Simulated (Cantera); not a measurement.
A closed system holds: 1 mol SiCl₄, 2.2 mol Cl₂, 0.77 mol H₂, at 1550 K and 5.70 bar.

Method: chemical equilibrium by Gibbs-energy minimisation in Cantera with the NASA 1993 tables (ideal gas, pure condensed phases). Candidate condensed phases: Si; 19 gas species. The tables' values for SiCl₃ are old estimates; treat these amounts as uncertain. Equilibrium is a limit: real reactors are often held back by kinetics, nucleation or transport.

Q: What is the equilibrium state?

A: 
```
Property                             Result
--------------------------------  ---------
x(HCl)                                0.384
x(Cl₂)                                0.347
x(SiCl₄)                              0.249
x(Cl)                                0.0200
x(SiCl₃)                            1.08e-5
gas amount                        4.010 mol
log10 activity of Si(s) (absent)     -15.96
```
